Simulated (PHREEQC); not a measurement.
1 kg of water holding 0.0036 mol/kgw Na2B4O7 and 0.31 mol/kgw KCl is evaporated at 25 °C; the solids stay in contact with the brine. The system is closed to CO2. Only these solids could form: Halite, Sylvite, Borax, Boric_acid,s, KB5O8:4H2O, K2B4O7:4H2O, NaBO2:4H2O, NaB5O8:5H2O, Teepleite.

The series has 28 steps of water left (kg), from 1 to 0.005201.

Model: Pitzer model, pitzer.dat, run in PHREEQC.

### Question
Which solids form, in which order, and at which step of the series does each first stand?

### Answer
Sylvite from water left = 0.06432 kg (pH 8.99); K2B4O7:4H2O from water left = 0.01124 kg (pH 9.07); Borax from water left = 0.005201 kg (pH 9.04).

Complexes and solids missing from the database can't appear.
